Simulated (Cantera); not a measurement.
Input: 1 mol Si₃N₄, 0.12 mol N₂O, 41 mol H₂, equilibrated at 133 Pa.

Equilibrium computed with Cantera from the NASA thermochemical tables; the gas is ideal and each condensed phase is pure. Candidate condensed phases: H₂O, Si, SiO₂, Si₂N₂O, Si₃N₄; 35 gas species. Gases not in the tables: Si₂H₆ and higher silanes. Equilibrium is a limit: real reactors are often held back by kinetics, nucleation or transport.

Question: Which condensed phases are stable at each of these points (T (K)): 1923, 1948, 1973, 1998, 2023, 2048, 2073, 2098, 2123?

Answer: 
| T (K) | condensed phases | Si condensed (%) |
|---|---|---|
| 1923 | Si(l) | 75.9 |
| 1948 | Si(l) | 68.4 |
| 1973 | Si(l) | 58.2 |
| 1998 | Si(l) | 44.5 |
| 2023 | Si(l) | 26.1 |
| 2048 | Si(l) | 1.3 |
| 2073 | gas only | 0.0 |
| 2098 | gas only | 0.0 |
| 2123 | gas only | 0.0 |

From 1923 K to 2048 K the condensed part is Si(l). From 2073 K to 2123 K nothing is condensed.
